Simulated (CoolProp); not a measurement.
Vapour-liquid equilibrium of R114 (1) + n-pentane (2) at 82.45 °C; x and y are mole fractions of (1).

Values from CoolProp's multi-fluid Helmholtz-energy mixture model, Platzer 1990 and Thol 2019; pair parameters Bell 2016. This equation is an older, rougher fit; its heat capacities, sound speeds and derivatives of the liquid may be far off and weren't checked against measurements.

### Question
Give the bubble pressure and the first vapour's composition at x = 0.2, 0.425, 0.8. Is there an azeotrope?

### Answer
x = 0.2: 0.5682 MPa, y = 0.409; x = 0.425: 0.7194 MPa, y = 0.628; x = 0.8: 0.9051 MPa, y = 0.867. No azeotrope shows between x = 0.05 and 0.95.

Pair parameters are fitted to limited data, so mixtures are less certain than the pure fluids.
